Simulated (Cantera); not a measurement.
Charge: 1 mol SiCl4, 0.22 mol CH4, 200 mol H2, at 2.00 mbar.

These are equilibrium values from Cantera (NASA tables, ideal gas, pure condensed phases), not measurements of a reactor. Candidate condensed phases: C, C6H6, C7H8, C8H18, Si, SiC; 109 gas species. Mutual solubility and eutectic melting of coexisting phases are not modelled. Rates play no part.

Over these rows the condensed part is Si(s) + SiC(s). Partial pressures as log10 of bar:

| T (K) | 1000/T (1/K) | log p SiH2Cl2 | log p H2 | log p HCl |
|---|---|---|---|---|
| 950 | 1.0526 | -7.44 | -2.71 | -4.61 |
| 1000 | 1.0000 | -7.61 | -2.71 | -4.51 |
| 1050 | 0.9524 | -7.86 | -2.71 | -4.46 |
| 1100 | 0.9091 | -8.14 | -2.71 | -4.44 |
| 1150 | 0.8696 | ? | -2.71 | -4.44 |
| 1200 | 0.8333 | -8.67 | -2.71 | -4.44 |

Question: Fit log p(SiH2Cl2) = a + b·(1000/T) to the five rows, give the apparent enthalpy, and predict the row at 1150 K.

Answer: Means: 1000/T = 0.9495, log p = -7.944. Sxy = 0.161353, Sxx = 0.0283229, so b = 5.70 and a = -7.944 − (5.70)×0.9495 = -13.36.
Apparent enthalpy: −19.145 × (5.70) = -109 kJ/mol. With the condensed phases at unit activity, Si(s) + 2 HCl(g) = SiH2Cl2(g) links this pressure to the main gases: over the six rows their terms move log p by +0.34 in all, so the slope isn't that reaction's ΔH° alone. The five rows lie within 0.08 of the line.
Prediction at 1150 K: -13.36 + (5.70)×0.8696 = -8.40. The computed value is -8.41, 0.01 from the line.
